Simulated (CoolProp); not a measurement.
Vapour pressure (MPa) of acetone: the reference equation beside estimates from Tc = 508.1 K, pc = 4.692 MPa, ω = 0.307. Clausius-Clapeyron is anchored at 373.3 K with a constant enthalpy of vaporisation of 26.05 kJ/mol.

The numbers come from the reference Helmholtz-energy equation of state, Lemmon 2006 in CoolProp. It is a short technical equation, of lower accuracy than the large ones.

```csv
T (K),reference,Lee-Kesler,Clausius-Clapeyron,Redlich-Kwong,Peng-Robinson
356.5,0.2373,0.2370,0.2517,0.4184,0.2362
359.3,0.2568,0.2569,0.2695,0.4468,0.2557
362.1,0.2775,0.2780,0.2883,0.4764,0.2765
364.9,0.2996,0.3005,0.3081,0.5075,0.2986
367.7,0.3229,0.3243,0.3289,0.5399,0.3220
370.5,0.3476,0.3495,0.3508,0.5739,0.3468
373.3,0.3737,0.3761,0.3737,0.6093,0.3731
376.1,0.4014,0.4043,0.3978,0.6462,0.4009
378.9,0.4305,0.4340,0.4231,0.6847,0.4302
381.8,0.4624,0.4665,0.4505,0.7263,0.4623
384.6,0.4949,0.4996,0.4783,0.7680,0.4950
387.4,0.5290,0.5345,0.5073,0.8114,0.5295
390.2,0.5650,0.5711,0.5376,0.8566,0.5658
```

Absolute difference from the reference over all 13 rows, mean and median: Lee-Kesler 0.6 and 0.6 %, Clausius-Clapeyron 2.9 and 2.8 %, Redlich-Kwong 63.4 and 63.0 %, Peng-Robinson 0.2 and 0.2 %.
